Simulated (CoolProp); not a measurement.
Properties of ethylene along the isotherm 285.7 K.

Values from CoolProp's reference Helmholtz-energy equation of state, Smukala 2000.

```tsv
p (MPa)	phase	density (kg/m³)	cp (kJ/(kg K))	isothermal compressibility (1/MPa)	fugacity coefficient
0.159	gas	1.897	1.504	6.355	0.9898
0.258	gas	3.099	1.515	3.943	0.9834
0.416	gas	5.051	1.535	2.473	…
0.672	gas	8.307	…	1.560	0.9570
1.09	gas	13.90	…	0.9948	…
1.75	gas	23.57	1.759	…	…
2.84	gas	42.72	2.097	…	0.8212
4.58	gas	93.34	4.230	0.5041	0.7115
7.4	supercritical	340.8	4.578	0.05069	0.5155
12	supercritical	386.6	3.212	0.01671	0.3686
19.3	supercritical	420.8	2.757	0.008443	0.2836
31.2	supercritical	453.3	2.509	0.004799	0.2417
50.4	supercritical	486.5	2.357	…	0.2422
```

Q: Some entries are withheld; supply them.

A: 
- 0.416, fugacity coefficient: 0.9733
- 0.672, cp (kJ/(kg K)): 1.569
- 1.09, cp (kJ/(kg K)): 1.632
- 1.09, fugacity coefficient: 0.9305
- 1.75, isothermal compressibility (1/MPa): 0.6599
- 1.75, fugacity coefficient: 0.8890
- 2.84, isothermal compressibility (1/MPa): 0.4696
- 50.4, isothermal compressibility (1/MPa): 0.002887

The peak of cp marks the crossing from liquid-like to gas-like fluid above the critical point.
